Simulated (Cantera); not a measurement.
**NO annealing gas**

An isothermal, constant-pressure homogeneous reactor starts with 29.4 % NO, 70.6 % N2, at 2075 K and 14.3 Torr.

Detailed kinetics in Cantera: GRI-Mech 3.0 (53 species, 325 reactions). Radical loss at walls, strong at low pressure, is not modelled.

```
t (s)      x NO    x N2O     x NO2       x O   x N2
--------  -----  -------  --------  --------  -----
0.000200  0.294  6.41e-7  4.99e-10   6.50e-7  0.706
0.000616  0.294  1.94e-6   4.48e-9   2.03e-6  0.706
0.00190   0.294  5.70e-6   3.61e-8   6.51e-6  0.706
0.00585   0.294  1.52e-5   2.30e-7   2.22e-5  0.706
0.0180    0.294  3.14e-5   1.09e-6   8.26e-5  0.706
0.0555    0.294  3.92e-5   3.60e-6  0.000286  0.706
0.171     0.291  3.50e-5   7.12e-6  0.000667  0.707
0.527     0.282  3.04e-5   1.07e-5  0.000968  0.711
1.62      0.249  2.12e-5   1.67e-5   0.00146  0.728
5.00      0.142  5.80e-6   1.76e-5   0.00239  0.781
```
x: mole fraction; the columns are a selection and need not sum to one.

Equilibrium at this temperature and pressure: NO 0.00798, N2O 6.38e-8, NO2 1.38e-6, O 0.00320, N2 0.848 (gas phase only).
